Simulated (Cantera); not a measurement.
A closed system holds: 1 mol Si, 0.45 mol H2O, 29 mol N2, held at 18.0 Pa.

Cantera equilibrium calculation (NASA polynomials, part measured and part estimated; ideal gas, pure solids and liquids). Candidate condensed phases: H2O, Si, SiO2, Si2N2O, Si3N4; 35 gas species. N2 is the only nitrogen source here; it is nearly inert below about 1500 K, so the nitride shown seldom forms there in practice. Mutual solubility and eutectic melting of coexisting phases are not modelled. Kinetics and transport are ignored.

Problem. At 1052 °C, list the 3 most abundant gas species with their mole fractions, and the condensed phases.

Solution. N2 0.984, H2 0.0155, H 1.52e-5. Condensed: Si2N2O(s) + Si3N4(s).
